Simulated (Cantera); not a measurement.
Input (Python, Cantera) and output of one run.

```python
import numpy as np
import cantera as ct

gas_names = """
    H HO2 H2 H2O H2O2 Nb NbO NbO2 O OH O2 O3
""".split()
cond_names = """
    H2O(s) H2O(L) Nb(cr) Nb(L) NbO(s) NbO(L) NbO2(I) NbO2(II) NbO2(III) NbO2(L) Nb2O5(s) Nb2O5(L)
""".split()


# ... load() reads the species with a 1 bar reference pressure and builds the phases ...
atoms = {
    'Nb': {'Nb': 1},
    'H2O': {'H': 2, 'O': 1},
}
top_T = {}  # K; cautious upper limits of use, not melting points


# ... equilibrate(T, P, feed) seeds the gas with the atoms and calls Mixture.equilibrate('TP', solver="vcs", rtol=1e-11, max_steps=5000) ...
results = []
feed = {'Nb': 1, 'H2O': 23}  # mol
P = 1200  # Pa
for T in [2248, 2348, 2448, 2548, 2648, 2748, 2848]:
    mix = equilibrate(T, P, feed)
    results.append((T, P, feed, dict(zip(mix.species_names, mix.species_moles))))

top = {s: max(r[3][s] / sum(r[3][g] for g in gas_names) for r in results) for s in gas_names}
cols = sorted((s for s in top if top[s] > 1e-05), key=lambda s: -top[s])[:5]
seen = [c for c in cond_names if any(r[3].get(c, 0) > 1e-12 for r in results)]
print("log10 of partial pressures in bar; condensed amounts in mol")
print(f"{'T/K':>10s}" + "".join(f"{s[:9]:>10s}" for s in cols + seen))
for T, P, feed, n in results:
    ng = sum(n[g] for g in gas_names)
    print(f"{T:10.4g}" + "".join(f"{np.log10(max(n[s] / ng * P / 1e5, 1e-99)):10.3f}" for s in cols)
          + "".join(f"{n.get(c, 0):10.4g}" for c in seen))
```

It prints:

```
log10 of partial pressures in bar; condensed amounts in mol
       T/K       H2O         H        H2         O        OH  Nb2O5(L)
      2248    -2.009    -3.548    -2.829    -4.434    -3.553    0.4777
      2348    -2.047    -3.297    -2.777    -4.021    -3.332    0.4178
      2448    -2.111    -3.066    -2.730    -3.671    -3.157    0.2119
      2548    -2.203    -2.854    -2.688    -3.380    -3.029         0
      2648    -2.325    -2.660    -2.656    -3.140    -2.943         0
      2748    -2.492    -2.497    -2.658    -2.941    -2.903         0
      2848    -2.717    -2.367    -2.704    -2.781    -2.913         0
```

Method: chemical equilibrium by Gibbs-energy minimisation in Cantera with the NASA 1993 tables (ideal gas, pure condensed phases). Condensed phases not in the tables: the oxides between NbO2 and Nb2O5.
